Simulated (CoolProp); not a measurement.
Saturated liquid density (kg/m³) of R236EA: the reference equation beside estimates from Tc = 139.3 °C, pc = 3414 kPa, ω = 0.368. Rackett uses Z = 0.29056 − 0.08775 ω.

Computed with CoolProp (reference Helmholtz-energy equation of state, Rui 2013).

| T (°C) | reference | Rackett | van der Waals | Redlich-Kwong |
|---|---|---|---|---|
| 41.55 | 1372 | 1438 | 813.3 | 1162 |
| 46.45 | 1355 | 1419 | 802.9 | 1143 |
| 51.35 | 1337 | 1400 | 792.3 | 1124 |
| 56.25 | 1319 | 1380 | 781.3 | 1104 |
| 61.15 | 1301 | 1360 | 770.0 | 1084 |
| 66.15 | 1281 | 1339 | 758.0 | 1063 |
| 71.05 | 1262 | 1317 | 745.9 | 1041 |
| 75.95 | 1241 | 1295 | 733.2 | 1018 |
| 80.85 | 1220 | 1272 | 720.1 | 994.2 |
| 85.75 | 1197 | 1247 | 706.4 | 969.6 |
| 90.65 | 1174 | 1222 | 692.0 | 943.8 |
| 95.55 | 1149 | 1196 | 676.9 | 916.7 |
| 100.45 | 1123 | 1168 | 660.9 | 888.1 |
| 105.35 | 1094 | 1137 | 643.8 | 857.7 |
| 110.25 | 1064 | 1105 | 625.4 | 825.3 |

Absolute difference from the reference over all 15 rows, mean and median: Rackett 4.3 and 4.4 %, van der Waals 40.9 and 40.9 %, Redlich-Kwong 18.3 and 18.0 %.
